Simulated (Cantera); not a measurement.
Charge: 1 mol C2H5OH, 82 mol H2, at 78000 Pa.

Method: chemical equilibrium by Gibbs-energy minimisation in Cantera with the NASA 1993 tables (ideal gas, pure condensed phases). Candidate condensed phases: C, C6H6, C7H8, C8H18, H2O; 110 gas species. Equilibrium is a limit: real reactors are often held back by kinetics, nucleation or transport. All values below are at 1173 K.

Base state: H2 0.976, CH4 0.0121, CO 0.0114, H2O 0.000367 (mole fractions); condensed: gas only.

**Question.** What changes in the equilibrium state with this change: pressure from 78000 Pa to 16.0 Pa?

**Answer.** 
```json
[
 {"species": "H2", "before": "0.976", "after": "0.988"},
 {"species": "CO", "before": "0.0114", "after": "0.0116"},
 {"species": "CH4", "before": "0.0121", "after": "3.04e-6"},
 {"species": "H2O", "before": "0.000367", "after": "6.53e-8"},
 {"species": "C(graphite), mol", "before": "0", "after": "1.000"}
]
```
